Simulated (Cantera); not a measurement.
What does this Cantera script print?

```python
import numpy as np
import cantera as ct

gas_names = """
    C CH CH2 CH3 CH2OH CH3O CH4 CH3OH CO CO2 COOH C2 C2H CHCO,ketyl C2H2,acetylene C2H2,vinylidene
    CH2CO,ketene C2H3,vinyl CH3CO,acetyl C2H4 C2H4O,ethylen CH3CHO,ethanal CH3COOH (HCOOH)2 C2H5 C2H6
    CH3OCH3 C2H5OH C2O C3 C3H3,propargyl C3H4,allene C3H4,propyne C3H4,cyclo- C3H5,allyl C3H6,propylene
    C3H6,cyclo- C3H6O C3H7,n-propyl C3H7,i-propyl C3H8 C3H8O,1propanol C3H8O,2propanol C3O2 C4 C4H2
    C4H4,1,3-cyclo- C4H6,butadiene C4H6,2-butyne C4H6,cyclo- C4H8,1-butene C4H8,cis2-buten
    C4H8,tr2-butene C4H8,isobutene C4H8,cyclo- (CH3COOH)2 C4H9,n-butyl C4H9,i-butyl C4H9,s-butyl
    C4H9,t-butyl C4H10,isobutane C4H10,n-butane C5 C5H6,1,3cyclo- C5H8,cyclo- C5H10,1-pentene
    C5H10,cyclo- C5H11,pentyl C5H11,t-pentyl C5H12,n-pentane C5H12,i-pentane CH3C(CH3)2CH3 C6H2
    C6H5,phenyl C6H5O,phenoxy C6H6 C6H5OH,phenol C6H10,cyclo- C6H12,1-hexene C6H12,cyclo- C6H13,n-hexyl
    C7H7,benzyl C7H8 C7H8O,cresol C7H14,1-heptene C7H15,n-heptyl C7H16,n-heptane C8H8,styrene
    C8H10,ethylbenz C8H16,1-octene C8H17,n-octyl C8H18,isooctane C8H18,n-octane C9H19,n-nonyl
    C10H8,naphthale C10H21,n-decyl C12H9,o-bipheny C12H10,bipheny Ca CaO CaOH CaO2H2 Ca2 H HCO HO2 H2
    HCHO,formaldehy HCOOH H2O H2O2 O OH O2 O3
""".split()
cond_names = """
    C(gr) C6H6(L) C7H8(L) C8H18(L),n-octa Ca(a) Ca(b) Ca(L) CaCO3(caL) CaO(s) CaO(L) CaO2H2(s) H2O(s)
    H2O(L)
""".split()


def load(file, names, dense=False):
    # The tables refer to 1 bar. Condensed volumes are neglected.
    table = {s.name: s for s in ct.Species.list_from_file(file)}
    out = []
    for n in names:
        d = dict(table[n].input_data)
        d["thermo"] = dict(d["thermo"], **{"reference-pressure": 1e5})
        if dense:
            d["equation-of-state"] = {"model": "constant-volume", "density": "1e6 g/cm^3"}
        out.append(ct.Species.from_dict(d))
    return out


gas = ct.Solution(thermo="ideal-gas", species=load("nasa_gas.yaml", gas_names))
cond = {s.name: ct.Solution(thermo="fixed-stoichiometry", species=[s], name=s.name)
        for s in load("nasa_condensed.yaml", cond_names, dense=True)}
atoms = {
    'Ca(OH)2': {'Ca': 1, 'O': 2, 'H': 2},
    'CO2': {'C': 1, 'O': 2},
    'H2': {'H': 2},
}
top_T = {'C(gr)': 4500}  # K; cautious upper limits of use, not melting points


def equilibrate(T, P, feed):
    n = {}
    for name, mol in feed.items():
        for a, k in atoms[name].items():
            n[a] = n.get(a, 0.0) + k * mol
    gas.TPX = T, P, n
    mass = sum(n.values()) * gas.mean_molecular_weight
    gas.equilibrate("TP")
    valid = [c for c in cond.values() if c.min_temp <= T <= top_T.get(c.name, c.max_temp)]
    mix = ct.Mixture([(gas, mass / gas.mean_molecular_weight)] + [(c, 0.0) for c in valid])
    mix.T, mix.P = T, P
    mix.equilibrate("TP", solver="vcs", rtol=1e-11, max_steps=5000)
    return mix


results = []
feed = {'Ca(OH)2': 1, 'CO2': 2.1, 'H2': 3.6}  # mol
P = 280000  # Pa
for T in [550, 650, 750, 850, 950, 1050, 1150, 1250, 1350, 1450, 1550, 1650]:
    mix = equilibrate(T, P, feed)
    results.append((T, P, feed, dict(zip(mix.species_names, mix.species_moles))))

top = {s: max(r[3][s] / sum(r[3][g] for g in gas_names) for r in results) for s in gas_names}
cols = sorted((s for s in top if top[s] > 1e-05), key=lambda s: -top[s])[:6]
seen = [c for c in cond_names if any(r[3].get(c, 0) > 1e-12 for r in results)]
print("log10 of partial pressures in bar; condensed amounts in mol")
print(f"{'T/K':>10s}" + "".join(f"{s[:9]:>10s}" for s in cols + seen))
for T, P, feed, n in results:
    ng = sum(n[g] for g in gas_names)
    print(f"{T:10.4g}" + "".join(f"{np.log10(max(n[s] / ng * P / 1e5, 1e-99)):10.3f}" for s in cols)
          + "".join(f"{n.get(c, 0):10.4g}" for c in seen))
```

Result:

```
log10 of partial pressures in bar; condensed amounts in mol
       T/K       H2O        H2        CO       CH4       CO2         H CaCO3(caL    CaO(s)
       550     0.293    -1.262    -4.124    -0.203    -0.807   -18.705         1         0
       650     0.261    -0.659    -2.830    -0.248    -0.718   -15.192         1         0
       750     0.189    -0.265    -1.835    -0.354    -0.595   -12.632         1         0
       850     0.076    -0.015    -1.100    -0.578    -0.525   -10.696         1         0
       950    -0.041     0.119    -0.662    -1.068    -0.569    -9.195         1         0
      1050    -0.079     0.153    -0.501    -1.946    -0.662    -8.015         1         0
      1150    -0.038     0.003    -0.304    -3.218    -0.420    -7.126         0         1
      1250    -0.020    -0.015    -0.269    -4.075    -0.469    -6.323         0         1
      1350    -0.005    -0.030    -0.244    -4.809    -0.513    -5.638         0         1
      1450     0.006    -0.042    -0.224    -5.441    -0.552    -5.045         0         1
      1550     0.016    -0.053    -0.209    -5.991    -0.587    -4.528         0         1
      1650     0.023    -0.062    -0.196    -6.472    -0.618    -4.073         0         1
```

Method: chemical equilibrium by Gibbs-energy minimisation in Cantera with the NASA 1993 tables (ideal gas, pure condensed phases).
